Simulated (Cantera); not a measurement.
Gas mixture: CO₂ = 0.066 (molar parts), at 0.132 atm, frozen composition.

Cantera's kinetic-theory transport with the Lennard-Jones parameters of GRI-Mech 3.0, ideal gas; thermal conductivity in the mixture-averaged form.

D: mixture-averaged diffusion coefficient of that species in the mixture.

```tsv
T (K)	ρ (kg/m³)	cp (J/kg/K)	μ (µPa s)	λ (mW/m/K)	Pr	D (cm²/s) NO	D (cm²/s) H₂	D (cm²/s) NH₃
400	0.176	937.9	19.8	25.3	0.731	1.98	8.31	2.13
600	0.118	1076	27.9	41.0	0.731	4.05	16.6	4.66
800	0.0882	1169	34.8	55.7	0.731	6.64	26.9	7.94
1000	0.0706	1234	41.0	69.2	0.731	9.69	39.1	11.9
1200	0.0588	1279	46.6	81.7	0.730	13.2	52.9	16.4
1400	0.0504	1313	___	___	0.729	___	___	___
1600	0.0441	1339	___	___	0.729	___	___	___
```

Question: Some entries are withheld; supply them.

Answer: 
- 1400, μ (µPa s): 51.8
- 1400, λ (mW/m/K): 93.3
- 1400, D (cm²/s) NO: 17.0
- 1400, D (cm²/s) H₂: 68.4
- 1400, D (cm²/s) NH₃: 21.4
- 1600, μ (µPa s): 56.7
- 1600, λ (mW/m/K): 104
- 1600, D (cm²/s) NO: 21.3
- 1600, D (cm²/s) H₂: 85.3
- 1600, D (cm²/s) NH₃: 27.0
